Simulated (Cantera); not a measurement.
An adiabatic, constant-volume homogeneous reactor starts with CH₄ : O₂ : N₂ : H₂O = 1 : 1.33 : 5.01 : 1.4 (molar parts), at 1650 K and 12.0 bar.

Cantera simulation using GRI-Mech 3.0 (53 species, 325 reactions); the numbers are that mechanism's predictions, not measurements. The pressure lies above the range GRI-Mech 3.0 was tuned for (to about 10 atm).

One state of this run: T (K) = 2941; P (bar) = 23.3; x CH₄ = 4.14e-11; x O₂ = 0.000768; x H₂O = 0.274; x C₂H₄ = <1e-12; x OH = 0.00865. x: mole fraction; the columns are a selection and need not sum to one.

### Question
Which value of t (s) does it belong to?
A) 2.58e-5
B) 0.00431
C) 7.19e-6
D) 2.00e-6

### Answer
B, 0.00431
